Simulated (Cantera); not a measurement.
Input: 1 mol Fe(CO)5, 4.7 mol CO, 23 mol H2, at 100000 Pa.

Cantera equilibrium calculation (NASA polynomials, part measured and part estimated; ideal gas, pure solids and liquids). Candidate condensed phases: C, C6H6, C7H8, C8H18, Fe, Fe(CO)5, FeO, Fe(OH)2, Fe(OH)3, Fe2O3, Fe3O4, H2O; 114 gas species. Condensed phases not in the tables: cementite and carbon dissolved in iron. Kinetics and transport are ignored.

x: gas mole fraction; n: condensed amount in mol.

| T (K) | x H2 | x CO | x H2O | x CH4 | x CO2 | x H | n C(graphite) | n Fe(α) | n Fe(γ) |
|---|---|---|---|---|---|---|---|---|---|
| 1023 | 0.662 | 0.240 | 0.0436 | 0.0329 | 0.0207 | [?] | 0.935 | 1.00 | 0 |
| 1073 | 0.676 | 0.269 | 0.0236 | 0.0210 | 0.0102 | [?] | 0.397 | 1.00 | 0 |
| 1123 | 0.685 | 0.283 | 0.0128 | 0.0138 | 0.00485 | [?] | 0.123 | 1.00 | 0 |
| 1173 | 0.691 | 0.290 | 0.00712 | 0.00929 | 0.00235 | [?] | 0.00598 | 1.00 | 0 |
| 1223 | 0.695 | 0.293 | 0.00452 | 0.00583 | 0.00131 | [?] | 0 | 0 | 1.00 |
| 1273 | 0.698 | 0.294 | 0.00299 | 0.00375 | 0.000761 | [?] | 0 | 0 | 1.00 |
| 1323 | 0.700 | 0.295 | 0.00203 | 0.00249 | 0.000461 | [?] | 0 | 0 | 1.00 |
| 1373 | 0.701 | 0.296 | 0.00141 | 0.00170 | 0.000289 | [?] | 0 | 0 | 1.00 |
| 1423 | 0.702 | 0.296 | 0.00101 | 0.00119 | 0.000188 | [?] | 0 | 0 | 1.000 |
| 1473 | 0.702 | 0.296 | 0.000736 | 0.000857 | 0.000125 | [?] | 0 | 0 | 1.000 |

Q: Some entries are withheld; supply them.

A: 
- 1023, x H: 3.37e-9
- 1073, x H: 1.15e-8
- 1123, x H: 3.53e-8
- 1173, x H: 9.80e-8
- 1223, x H: 2.51e-7
- 1273, x H: 5.96e-7
- 1323, x H: 1.33e-6
- 1373, x H: 2.79e-6
- 1423, x H: 5.56e-6
- 1473, x H: 1.06e-5
